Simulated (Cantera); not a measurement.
A perfectly stirred reactor is fed with 2.00 % CH2O, 2.76 % O2, 95.2 % N2, equivalence ratio 0.72, at 210000 Pa; it is held at 1375 K, and followed from long to short residence time.

Model: GRI-Mech 3.0 (53 species, 325 reactions), integrated in Cantera. The temperature is held fixed by assumption; the heat of reaction is taken as removed at once.

x: mole fraction; the columns are a selection and need not sum to one.

| τ (s) | x CH2O | x O2 | x NO2 | x NO | x CH3 |
|---|---|---|---|---|---|
| 1.0 | 1.03e-6 | 0.00765 | 2.24e-8 | 2.30e-6 | <1e-12 |
| 0.43 | 1.77e-6 | 0.00769 | 1.67e-8 | 2.09e-6 | <1e-12 |
| 0.18 | 3.04e-6 | 0.00775 | 1.07e-8 | 1.76e-6 | <1e-12 |
| 0.072 | 5.21e-6 | 0.00787 | 6.32e-9 | 1.45e-6 | 3.42e-12 |
| 0.030 | 8.47e-6 | 0.00808 | 3.94e-9 | 1.29e-6 | 1.66e-11 |
| 0.012 | 1.37e-5 | 0.00845 | 2.68e-9 | 1.27e-6 | 7.63e-11 |
| 0.0050 | … | 0.00905 | … | 1.33e-6 | 2.84e-10 |
| 0.0020 | … | … | … | 1.31e-6 | 9.51e-10 |
| 0.00084 | 6.36e-5 | 0.0115 | 1.17e-9 | 1.06e-6 | 2.59e-9 |
| 0.00034 | 0.000140 | 0.0138 | 6.65e-10 | 5.19e-7 | 6.66e-9 |
| 0.00014 | 0.00814 | 0.0235 | 8.82e-12 | 2.01e-11 | 3.03e-9 |

**Question.** Fill in the missing entries.

**Answer.** 
- 0.0050, x CH2O: 2.17e-5
- 0.0050, x NO2: 2.06e-9
- 0.0020, x CH2O: 3.62e-5
- 0.0020, x O2: 0.0101
- 0.0020, x NO2: 1.61e-9
